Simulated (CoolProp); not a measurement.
cis-2-butene along the isobar 3.36 MPa: density (kg/m³) from the reference equation and from simpler models built on Tc = 162.6 °C, pc = 4.236 MPa, ω = 0.202; each cubic takes its own stable root.

Computed with CoolProp (reference Helmholtz-energy equation of state, Lemmon 2005). It is a short technical equation, of lower accuracy than the large ones.

```tsv
T (°C)	phase	reference
-74.05	liquid	725.0
-62.95	liquid	713.7
-51.85	liquid	702.4
-40.75	liquid	691.0
-29.65	liquid	679.5
-18.45	liquid	667.8
-7.35	liquid	656.0
3.75	liquid	644.0
14.85	liquid	631.7
```

Problem. How far does each simpler model (van der Waals, Redlich-Kwong, Soave-Redlich-Kwong) lie from the reference over these 9 states: mean and median of the absolute difference, and the worst?

Solution. 
- van der Waals: mean 38.0 %, median 38.0 %, worst -38.7 % at -74.05 °C and 3.36 MPa
- Redlich-Kwong: mean 9.1 %, median 9.1 %, worst -9.5 % at 14.85 °C and 3.36 MPa
- Soave-Redlich-Kwong: mean 7.6 %, median 7.4 %, worst -8.4 % at -74.05 °C and 3.36 MPa
